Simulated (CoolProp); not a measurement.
A simple Rankine cycle with isohexane: condensing at 324.15 K, boiler at 2.64 MPa, turbine inlet 549 K, turbine efficiency 0.9, pump efficiency 0.8, no recuperator. Each further row changes one setting.

The numbers come from the reference Helmholtz-energy equation of state, Lemmon 2006 in CoolProp. It is a short technical equation, of lower accuracy than the large ones.

| case | thermal efficiency (%) | net work (kJ/kg) | heat in (kJ/kg) | turbine exit temperature (K) | volume ratio over the turbine |
|---|---|---|---|---|---|
| as stated | 17.6 | 139 | 791 | 474.8 | 40.2 |
| condensing temperature 316.15 K | 18.6 | 150 | 810 | [?] | 52.8 |
| boiler pressure 1.85 MPa | [?] | [?] | 811 | [?] | 26.0 |
| turbine efficiency 0.8 | [?] | 123 | 791 | 481.3 | [?] |

**Question.** Some entries are withheld; supply them.

**Answer.** 
- condensing temperature 316.15 K, turbine exit temperature (K): 470.1
- boiler pressure 1.85 MPa, thermal efficiency (%): 16.2
- boiler pressure 1.85 MPa, net work (kJ/kg): 131
- boiler pressure 1.85 MPa, turbine exit temperature (K): 485.8
- turbine efficiency 0.8, thermal efficiency (%): 15.5
- turbine efficiency 0.8, volume ratio over the turbine: 40.8
